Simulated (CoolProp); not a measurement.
Carbonyl sulfide along the isotherm -49.55 °C: density (kg/m³) from the reference equation and from simpler models built on Tc = 105.6 °C, pc = 6369 kPa, ω = 0.098; each cubic takes its own stable root.

The numbers come from the reference Helmholtz-energy equation of state, Lemmon 2006 in CoolProp. It is a short technical equation, of lower accuracy than the large ones.

```
p (kPa)   phase  reference
-------  ------  ---------
50.3        gas      1.648
78.4        gas      2.589
122      liquid       1173
190      liquid       1173
296      liquid       1173
461      liquid       1174
718      liquid       1174
1120     liquid       1175
1740     liquid       1176
2710     liquid       1177
4220     liquid       1179
6570     liquid       1183
10200    liquid       1188
15900    liquid       1196
```

Task: How far does each simpler model (Redlich-Kwong, Soave-Redlich-Kwong) lie from the reference over these 14 states: mean and median of the absolute difference, and the worst?

Result: 
- Redlich-Kwong: mean 4.5 %, median 5.2 %, worst -5.3 % at -49.55 °C and 122 kPa
- Soave-Redlich-Kwong: mean 4.2 %, median 4.9 %, worst -5.0 % at -49.55 °C and 122 kPa
